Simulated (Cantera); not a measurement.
A closed system holds: 1 mol SiO2, 1.1 mol CH4, 3.8 mol H2, equilibrated at 1773.15 K and 7.70 bar.

Equilibrium computed with Cantera from the NASA thermochemical tables; the gas is ideal and each condensed phase is pure. Candidate condensed phases: C, C6H6, C7H8, C8H18, H2O, Si, SiC, SiO2; 123 gas species. Mutual solubility and eutectic melting of coexisting phases are not modelled. The tables hold silica as quartz up to 1696 K and as liquid above; real silica turns to tridymite and cristobalite and melts near 1996 K. Kinetics and transport are ignored.

Base state: H2 0.888, CO 0.106, CH4 0.00489, SiO 0.000598, H2O 0.000248, C2H2 (acetylene) 0.000114, H 9.67e-5, C2H4 2.20e-5 (mole fractions); condensed: SiC(s) + SiO2(condensed).

Q: What changes in the equilibrium state with this change: pressure from 7.70 bar to 0.00280 bar?

A: 
```tsv
species	before	after
H2	0.888	0.746
CO	0.106	0.131
SiO	0.000598	0.118
CH4	0.00489	9.89e-8
Si	6.17e-9	0.000215
C2H4	2.20e-5	<1e-9
CH3	1.08e-5	1.25e-8
SiC(s), mol	0.354	0.0490
SiO2(condensed), mol	0.642	0
```
